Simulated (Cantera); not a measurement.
An isothermal, constant-pressure homogeneous reactor starts with NO : N₂ = 1 : 0.22 (molar parts), at 2125 K and 120 Torr. Integrator tolerance rtol = 1e-08.

Cantera simulation using GRI-Mech 3.0 (53 species, 325 reactions); the numbers are that mechanism's predictions, not measurements.

What does this change do: temperature 2125 to 1823 K?


```json
[
 {"quantity": "x(NO) at 60.0 s", "before": "0.0126 (gas-phase equilibrium 0.0126)", "after": "0.0474 (gas-phase equilibrium 0.00542)"},
 {"quantity": "x(O₂) at 60.0 s", "before": "0.402 (gas-phase equilibrium 0.402)", "after": "0.386 (gas-phase equilibrium 0.407)"},
 {"quantity": "x(N₂) at 60.0 s", "before": "0.583 (gas-phase equilibrium 0.583)", "after": "0.566 (gas-phase equilibrium 0.587)"},
 {"quantity": "x(NO₂) at 60.0 s", "before": "9.89e-6 (gas-phase equilibrium 9.89e-6)", "after": "6.13e-5 (gas-phase equilibrium 7.20e-6)"},
 {"quantity": "x(N₂O) at 60.0 s", "before": "2.43e-7 (gas-phase equilibrium 2.43e-7)", "after": "8.31e-7 (gas-phase equilibrium 1.07e-7)"}
]
```

What does this change do: temperature 2125 to 1523 K?


```tsv
quantity	before	after
x(NO) at 60.0 s	0.0126 (gas-phase equilibrium 0.0126)	0.685 (gas-phase equilibrium 0.00166)
x(O₂) at 60.0 s	0.402 (gas-phase equilibrium 0.402)	0.0668 (gas-phase equilibrium 0.409)
x(N₂) at 60.0 s	0.583 (gas-phase equilibrium 0.583)	0.248 (gas-phase equilibrium 0.589)
x(NO₂) at 60.0 s	9.89e-6 (gas-phase equilibrium 9.89e-6)	0.000768 (gas-phase equilibrium 4.61e-6)
x(N₂O) at 60.0 s	2.43e-7 (gas-phase equilibrium 2.43e-7)	0.000149 (gas-phase equilibrium 3.49e-8)
```
